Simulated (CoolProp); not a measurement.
Vapour-liquid equilibrium of cyclopentane (1) + octamethylcyclotetrasiloxane (D4) (2) at 358.5 K; x and y are mole fractions of (1).

The numbers come from the multi-fluid Helmholtz-energy mixture model, Gedanitz 2015 and Thol 2015; pair parameters Bell 2016 in CoolProp.

### Question
Give the bubble pressure and the first vapour's composition at x = 0.05, 0.85, 0.95. Is there an azeotrope?

### Answer
x = 0.05: 0.01414 MPa, y = 0.686; x = 0.85: 0.2381 MPa, y = 0.997; x = 0.95: 0.2736 MPa, y = 0.999. No azeotrope shows between x = 0.05 and 0.95.

The pair parameters rest on a limited set of measurements; away from them the model extrapolates.
